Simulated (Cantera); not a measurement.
A closed system holds: 1 mol Fe₂O₃, 0.51 mol H₂O, 6 mol H₂, at 10.0 mbar.

Cantera equilibrium calculation (NASA polynomials, part measured and part estimated; ideal gas, pure solids and liquids). Candidate condensed phases: Fe, FeO, Fe(OH)₂, Fe(OH)₃, Fe₂O₃, Fe₃O₄, H₂O; 12 gas species. Mutual solubility and eutectic melting of coexisting phases are not modelled. The tables' stoichiometric FeO is somewhat more stable than real wüstite, so its field is too wide. FeO: taken at fixed stoichiometry. Kinetics and transport are ignored.

Problem. Which condensed phases are stable at each of these points (T (K)): 1025, 1100, 1175, 1250, 1325, 1400, 1475, 1550, 1625?

Solution. 
| T (K) | condensed phases | Fe condensed (%) |
|---|---|---|
| 1025 | FeO(s) | 100.0 |
| 1100 | FeO(s) | 100.0 |
| 1175 | FeO(s) | 100.0 |
| 1250 | Fe(γ) + FeO(s) | 100.0 |
| 1325 | Fe(γ) + FeO(s) | 100.0 |
| 1400 | Fe(γ) + FeO(s) | 100.0 |
| 1475 | Fe(γ) + FeO(s) | 100.0 |
| 1550 | Fe(γ) + FeO(s) | 100.0 |
| 1625 | Fe(γ) + FeO(s) | 99.9 |

From 1025 K to 1175 K the condensed part is FeO(s). From 1250 K to 1625 K the condensed part is Fe(γ) + FeO(s).
